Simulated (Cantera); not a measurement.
An isothermal, constant-pressure homogeneous reactor starts with CH₄ : H₂O : H₂ = 1 : 1 : 0.78 (molar parts), at 1725 K and 90.0 Torr. Integrator tolerance rtol = 1e-08.

Cantera simulation using GRI-Mech 3.0 (53 species, 325 reactions); the numbers are that mechanism's predictions, not measurements.

Task: What does this change do: pressure from 90.0 Torr to 5.90 bar?

Result: 
| quantity | before | after |
|---|---|---|
| x(CH₄) at 4.00 s | 0.00745 (gas-phase equilibrium 2.06e-5) | 0.0223 (gas-phase equilibrium 0.00124) |
| x(H₂O) at 4.00 s | 0.0665 (gas-phase equilibrium 2.98e-5) | 0.0276 (gas-phase equilibrium 0.00118) |
| x(H₂) at 4.00 s | 0.739 (gas-phase equilibrium 0.790) | 0.756 (gas-phase equilibrium 0.789) |
| x(C₂H₆) at 4.00 s | 3.31e-7 (gas-phase equilibrium 3.91e-12) | 4.77e-6 (gas-phase equilibrium 1.44e-8) |
| x(OH) at 4.00 s | 2.30e-6 (gas-phase equilibrium 9.95e-10) | 1.34e-7 (gas-phase equilibrium 5.62e-9) |
| x(CH₃) at 4.00 s | 9.48e-5 (gas-phase equilibrium 2.53e-7) | 4.00e-5 (gas-phase equilibrium 2.18e-6) |
| x(CH₂) at 4.00 s | 7.32e-8 (gas-phase equilibrium 1.62e-10) | 3.85e-9 (gas-phase equilibrium 2.00e-10) |

Task: What does this change do: pressure from 90.0 Torr to 1.01 bar?

Result: 
```json
[
 {"quantity": "x(CH₄) at 4.00 s", "before": "0.00745 (gas-phase equilibrium 2.06e-5)", "after": "0.00924 (gas-phase equilibrium 0.000208)"},
 {"quantity": "x(H₂O) at 4.00 s", "before": "0.0665 (gas-phase equilibrium 2.98e-5)", "after": "0.0342 (gas-phase equilibrium 0.000210)"},
 {"quantity": "x(H₂) at 4.00 s", "before": "0.739 (gas-phase equilibrium 0.790)", "after": "0.760 (gas-phase equilibrium 0.790)"},
 {"quantity": "x(C₂H₆) at 4.00 s", "before": "3.31e-7 (gas-phase equilibrium 3.91e-12)", "after": "7.34e-7 (gas-phase equilibrium 4.00e-10)"},
 {"quantity": "x(OH) at 4.00 s", "before": "2.30e-6 (gas-phase equilibrium 9.95e-10)", "after": "4.01e-7 (gas-phase equilibrium 2.41e-9)"},
 {"quantity": "x(CH₃) at 4.00 s", "before": "9.48e-5 (gas-phase equilibrium 2.53e-7)", "after": "3.99e-5 (gas-phase equilibrium 8.80e-7)"},
 {"quantity": "x(CH₂) at 4.00 s", "before": "7.32e-8 (gas-phase equilibrium 1.62e-10)", "after": "1.03e-8 (gas-phase equilibrium 1.94e-10)"}
]
```
